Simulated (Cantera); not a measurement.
A closed system holds: 1 mol C2H4, 0.21 mol H2O, 2.3 mol N2, 30 mol H2, held at 0.173 Torr.

Cantera equilibrium calculation (NASA polynomials, part measured and part estimated; ideal gas, pure solids and liquids). Candidate condensed phases: C, C6H6, C7H8, C8H18, H2O; 136 gas species. Kinetics and transport are ignored.

**Question.** At 923 K, list the 4 most abundant gas species with their mole fractions, and the condensed phases.

**Answer.** H2 0.928, N2 0.0662, CO 0.00605, CH4 4.60e-5. Condensed: C(graphite).
